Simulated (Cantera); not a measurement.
Mixture: CH4 : O2 : N2 = 1 : 2.04 : 7.67 (molar parts), equivalence ratio 0.98, at 6.20 bar, adiabatic and at constant pressure. Ignition delay is the time to a rise of 400 K.

Computed with Cantera and GRI-Mech 3.0 (53 species, 325 reactions).

Q: What does this change do: constant volume in place of constant pressure?

A: 
| quantity | before | after |
|---|---|---|
| delay at 1250 K | 4.24 ms | 4.02 ms |
| delay at 1450 K | 0.460 ms | 0.429 ms |
| delay at 1650 K | 72.2 µs | 67.1 µs |
| delay at 1850 K | 16.9 µs | 15.6 µs |
| delay at 2050 K | 5.65 µs | 5.17 µs |
| apparent activation energy between 1950 and 2150 K | 170 kJ/mol | 170 kJ/mol |

Q: What does this change do: N2 7.67 to 20 parts?

A: 
| quantity | before | after |
|---|---|---|
| delay at 1250 K | 4.24 ms | 11.1 ms |
| delay at 1450 K | 0.460 ms | 1.20 ms |
| delay at 1650 K | 72.2 µs | 0.165 ms |
| delay at 1850 K | 16.9 µs | 34.1 µs |
| delay at 2050 K | 5.65 µs | 12.1 µs |
| apparent activation energy between 1950 and 2150 K | 170 kJ/mol | 130 kJ/mol |

Q: What does this change do: 0.27 parts H2O added?

A: 
```
quantity                                                before       after
--------------------------------------------------  ----------  ----------
delay at 1250 K                                        4.24 ms     4.36 ms
delay at 1450 K                                       0.460 ms    0.486 ms
delay at 1650 K                                        72.2 µs     75.1 µs
delay at 1850 K                                        16.9 µs     17.0 µs
delay at 2050 K                                        5.65 µs     5.53 µs
apparent activation energy between 1950 and 2150 K  170 kJ/mol  170 kJ/mol
```
